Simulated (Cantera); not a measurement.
**Thermodynamics of titanium nitride, carbide and oxide coatings, feed TiCl4 + H2O**

A closed system holds: 1 mol TiCl4, 11 mol H2O, at 13.0 mbar.

These are equilibrium values from Cantera (NASA tables, ideal gas, pure condensed phases), not measurements of a reactor. Candidate condensed phases: H2O, Ti, TiCl2, TiCl3, TiCl4, TiO, TiO2, Ti2O3, Ti3O5, Ti4O7; 23 gas species. Condensed phases not in the tables: TiOCl. Rates play no part.

From 1123 K to 2123 K the condensed part is TiO2(rutile).

| T (K) | x H2O | x HCl | x H2 | x Cl | x OH | n TiO2(rutile) |
|---|---|---|---|---|---|---|
| 1123 | 0.692 | 0.308 | 1.63e-5 | 2.53e-5 | 3.29e-7 | 1.00 |
| 1223 | 0.692 | 0.308 | 5.86e-5 | 9.13e-5 | 2.15e-6 | 1.00 |
| 1323 | 0.692 | 0.307 | 0.000181 | 0.000267 | 1.04e-5 | 1.00 |
| 1423 | 0.692 | 0.307 | 0.000485 | 0.000665 | 3.97e-5 | 1.00 |
| 1523 | 0.691 | 0.306 | 0.00116 | 0.00146 | 0.000127 | 1.00 |
| 1623 | 0.690 | 0.304 | 0.00250 | 0.00290 | 0.000350 | 1.00 |
| 1723 | 0.687 | 0.301 | 0.00496 | 0.00530 | 0.000855 | 1.000 |
| 1823 | 0.681 | 0.296 | 0.00913 | 0.00899 | 0.00189 | 1.000 |
| 1923 | 0.672 | 0.289 | 0.0157 | 0.0143 | 0.00381 | 1.000 |
| 2023 | 0.657 | 0.279 | 0.0255 | 0.0216 | 0.00713 | 1.000 |
| 2123 | 0.634 | 0.266 | 0.0393 | 0.0310 | 0.0125 | 0.998 |
x: gas mole fraction; n: condensed amount in mol.
